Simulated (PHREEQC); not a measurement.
Dissolve 0.017 mol CuCl2, 0.04 mol HBF4 and 0.00023 mol H3BO3 per kg of water at 25 °C. Closed to the air; pH follows from the charge balance.

Equilibrium calculation in PHREEQC: ion-association model, phreeqc.dat.

This is a speciation only: nothing precipitates in the calculation.

Problem. Estimate the pH, ionic strength.

Solution. pH 1.50; ionic strength 0.0879 mol/kgw.

Problem. In which forms is Cu present?

Solution. Cu+2 96 %, CuCl+ 3.6 % of the Cu.

Real BF4- forms and hydrolyses slowly; the run takes it at equilibrium.
